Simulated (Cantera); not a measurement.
A Cantera script and what it prints.

```python
import numpy as np
import cantera as ct

gas_names = """
    CS2
""".split()
cond_names = """
    NiS2(s) NiS2(L) C(gr) NiS(b) NiS(a) NiS(L)
""".split()


# ... load() reads the species with a 1 bar reference pressure and builds the phases ...
species = {s.name: s for s in load("nasa_gas.yaml", gas_names) + load("nasa_condensed.yaml", cond_names)}
# Each term lists the table entries of one substance; the one whose range holds T is used.
reactions = {
    '2 NiS2 + C = CS2(g) + 2 NiS':
        [(-2, ['NiS2(s)', 'NiS2(L)']), (-1, ['C(gr)']), (1, ['CS2']), (2, ['NiS(b)', 'NiS(a)', 'NiS(L)'])],
}


def pick(names, T):
    return next(species[n] for n in names if species[n].thermo.min_temp <= T <= species[n].thermo.max_temp)


results = []
for label, terms in reactions.items():
    print(label)
    print("     T/K   dH/kJ  dS/(J/K)   dG/kJ   log10 K")
    for T in [300, 500, 700, 900, 1100, 1300]:
        used = [(nu, pick(names, T)) for nu, names in terms]
        dH = sum(nu * s.thermo.h(T) for nu, s in used) / 1e6
        dS = sum(nu * s.thermo.s(T) for nu, s in used) / 1e3
        dG = dH - T * dS / 1e3
        logK = -dG * 1e6 / (ct.gas_constant * T * np.log(10))
        results.append((label, T, dH, dS, dG, logK, [s.name for _, s in used]))
        print(f"{T:8g} {dH:8.1f} {dS:8.1f} {dG:8.1f} {logK:8.2f}")
```

Output:

```
2 NiS2 + C = CS2(g) + 2 NiS
     T/K   dH/kJ  dS/(J/K)   dG/kJ   log10 K
     300    204.0    194.2    145.7   -25.36
     500    202.6    190.6    107.3   -11.21
     700    214.1    208.1     68.4    -5.10
     900    212.1    205.6     27.1    -1.57
    1100    210.8    204.3    -13.9     0.66
    1300    139.2    149.5    -55.1     2.21
```

Standard-state values (1 bar) from the NASA 1993 polynomials, evaluated with Cantera. Condensed species are held in their standard states even where they would react or evaporate.
